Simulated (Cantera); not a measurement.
Equilibrium for aluminium and copper etching: Al + Cl2 + H2 + F2

Feed: 1 mol Al, a varied amount of Cl2, 2.2 mol H2, 0.96 mol F2, equilibrated at 1100 °C and 0.000290 bar.

Cantera equilibrium calculation (NASA polynomials, part measured and part estimated; ideal gas, pure solids and liquids). Candidate condensed phases: Al, AlCl3, AlF3; 30 gas species. The tables' values for AlClF, AlF2, AlCl2 are old estimates; treat these amounts as uncertain. The numbers say what is thermodynamically allowed, not how fast it happens.

```json
[
 {"n(Cl2) (mol)": "0.78", "log p HCl": "-4.35", "log p H2": "-3.81", "log p Cl": "-8.01", "log p AlClF2": "-4.53", "log p AlF3": "-4.66", "log p AlCl2F": "-4.72", "log p HF": "-5.14", "log p Cl2": "-12.74", "log p AlCl3": "-5.38"},
 {"n(Cl2) (mol)": "0.94", "log p HCl": "-4.21", "log p H2": "-3.85", "log p Cl": "-7.84", "log p AlClF2": "-4.53", "log p AlF3": "-4.70", "log p AlCl2F": "-4.69", "log p HF": "-5.04", "log p Cl2": "-12.41", "log p AlCl3": "-5.31"},
 {"n(Cl2) (mol)": "1.1", "log p HCl": "-4.10", "log p H2": "-3.91", "log p Cl": "-7.71", "log p AlClF2": "-4.54", "log p AlF3": "-4.74", "log p AlCl2F": "-4.67", "log p HF": "-4.96", "log p Cl2": "-12.13", "log p AlCl3": "-5.27"},
 {"n(Cl2) (mol)": "1.3", "log p HCl": "-4.00", "log p H2": "-3.99", "log p Cl": "-7.56", "log p AlClF2": "-4.57", "log p AlF3": "-4.79", "log p AlCl2F": "-4.67", "log p HF": "-4.88", "log p Cl2": "-11.85", "log p AlCl3": "-5.24"},
 {"n(Cl2) (mol)": "1.6", "log p HCl": "-3.89", "log p H2": "-4.12", "log p Cl": "-7.39", "log p AlClF2": "-4.60", "log p AlF3": "-4.86", "log p AlCl2F": "-4.67", "log p HF": "-4.80", "log p Cl2": "-11.50", "log p AlCl3": "-5.21"},
 {"n(Cl2) (mol)": "1.9", "log p HCl": "-3.81", "log p H2": "-4.28", "log p Cl": "-7.23", "log p AlClF2": "-4.64", "log p AlF3": "-4.92", "log p AlCl2F": "-4.68", "log p HF": "-4.75", "log p Cl2": "-11.18", "log p AlCl3": "-5.19"},
 {"n(Cl2) (mol)": "2.3", "log p HCl": "-3.73", "log p H2": "-4.59", "log p Cl": "-6.99", "log p AlClF2": "-4.68", "log p AlF3": "-5.00", "log p AlCl2F": "-4.69", "log p HF": "-4.71", "log p Cl2": "-10.71", "log p AlCl3": "-5.17"},
 {"n(Cl2) (mol)": "2.8", "log p HCl": "-3.68", "log p H2": "-8.05", "log p Cl": "-5.21", "log p AlClF2": "-4.74", "log p AlF3": "-5.09", "log p AlCl2F": "-4.72", "log p HF": "-4.68", "log p Cl2": "-7.14", "log p AlCl3": "-5.16"},
 {"n(Cl2) (mol)": "3.4", "log p HCl": "-3.76", "log p H2": "-10.01", "log p Cl": "-4.31", "log p AlClF2": "-4.82", "log p AlF3": "-5.17", "log p AlCl2F": "-4.79", "log p HF": "-4.76", "log p Cl2": "-5.35", "log p AlCl3": "-5.24"},
 {"n(Cl2) (mol)": "4", "log p HCl": "-3.82", "log p H2": "-10.50", "log p Cl": "-4.13", "log p AlClF2": "-4.88", "log p AlF3": "-5.23", "log p AlCl2F": "-4.86", "log p HF": "-4.83", "log p Cl2": "-4.98", "log p AlCl3": "-5.30"},
 {"n(Cl2) (mol)": "4.8", "log p HCl": "-3.89", "log p H2": "-10.87", "log p Cl": "-4.01", "log p AlClF2": "-4.95", "log p AlF3": "-5.30", "log p AlCl2F": "-4.93", "log p HF": "-4.90", "log p Cl2": "-4.75", "log p AlCl3": "-5.37"}
]
```
log p: log10 of the partial pressure in bar; nothing condenses.

From 0.78 mol Cl2 to 4.8 mol Cl2 nothing is condensed. The main Al-bearing gas is AlClF2 at 0.78 mol Cl2 and AlCl2F at 4.8 mol Cl2.
